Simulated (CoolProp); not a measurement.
Model: reference Helmholtz-energy equation of state, de Reuck 1990, in CoolProp.

### Question
For fluorine, give the phase and the cv (kJ/(kg K)), speed of sound (m/s), Joule-Thomson coefficient (K/MPa) at 152.2 K and 9230 kPa.

### Answer
- 152.2 K and 9230 kPa: supercritical; cv 0.729, speed of sound 280, Joule-Thomson coefficient 1.29
